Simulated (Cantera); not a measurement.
**Counterflow diffusion flame**

A counterflow diffusion flame at 2.70 bar, nozzles 20 mm apart: fuel side 52.1 % C3H8, 47.9 % N2 at 325 K, oxidiser side 24.0 % O2, 76.0 % N2 at 525 K, fuel mass flux 1.6 times the oxidiser's; mixture-averaged transport, no radiation.

Cantera simulation using GRI-Mech 3.0 (53 species, 325 reactions); the numbers are that mechanism's predictions, not measurements. GRI-Mech 3.0 was tuned for natural gas; its chemistry of propane as a main component is partial and can be far from experiment. GRI-Mech 3.0 has no aromatics or soot, which form on the fuel side of real flames. The maximum strain rate includes the flame's own expansion and is several times the mean.

```csv
oxidiser flux (kg/m²/s),max strain (1/s),mean strain (1/s),T max (K),peak x OH,peak x H,peak x NO,peak x CO,peak x C2H2
0.68,210,33.9,2276,0.00745,0.00242,0.000451,0.0686,0.0409
0.87,264,43.4,2261,0.00759,0.00256,0.000429,0.0679,0.0399
1.1,330,54.9,2246,0.00770,0.00269,0.000409,0.0674,0.0389
1.5,442,74.9,2226,0.00783,0.00287,0.000383,0.0667,0.0374
1.9,553,94.8,2212,0.00792,0.00302,0.000364,0.0664,0.0363
2.5,718,125,2195,0.00802,0.00320,0.000341,0.0662,0.0348
3.2,906,160,2180,0.00808,0.00337,0.000321,0.0660,0.0335
4.1,1140,205,2165,0.00812,0.00354,0.000299,0.0660,0.0321
5.3,1460,264,2147,0.00812,0.00371,0.000274,0.0660,0.0306
6.9,1860,344,2127,0.00805,0.00387,0.000247,0.0660,0.0289
```
x: mole fraction; the columns are a selection and need not sum to one.
